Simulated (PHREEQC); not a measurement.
Solution (25 °C and 50 atm): 0.061 mol HCl, 0.067 mol CaCl2 and 0.71 mol CuCl2 per kg of water. Closed to the air; pH follows from the charge balance.

The numbers come from PHREEQC with the ion-association model, phreeqc.dat.

Q: The ionic strength comes out as 1.76 mol/kgw. What activity coefficients do H+, CuCl4-2, Ca+2, CuCl3-, Cl- get?

A: H+ 0.73, CuCl4-2 0.14, Ca+2 0.28, CuCl3- 0.57, Cl- 0.59.

This is a speciation only: nothing precipitates in the calculation. Ionic strength above about 0.7 mol/kgw puts this run outside the model's range. Under pressure, the constants of complexes without a molar volume in the database are unreliable.
